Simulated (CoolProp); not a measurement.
A single-stage vapour-compression cycle with propyne: evaporating at 293.15 K (dew point), condensing at 340.15 K (bubble point), superheat 5 K, subcooling 8 K, compressor efficiency 0.6, no pressure losses. Each further row changes one setting.

Values from CoolProp's reference Helmholtz-energy equation of state, Polt 1992. This equation is an older, rougher fit; its heat capacities, sound speeds and derivatives of the liquid may be far off and weren't checked against measurements.

```tsv
case	cooling COP	pressure ratio	discharge temperature (K)	refrigerating effect (kJ/kg)	volumetric capacity (kJ/m³)
as stated	3.22	3.37	380.9	384	3440
evaporating temperature 298.15 K	3.72	2.91	376.3	389	4010
condensing temperature 335.15 K	3.69	3.01	372.9	398	3560
subcooling 13 K	3.33	3.37	380.9	398	3560
superheat 15 K	3.21	3.37	392.2	402	3440
compressor efficiency 0.5	2.68	3.37	392.5	384	3440
```
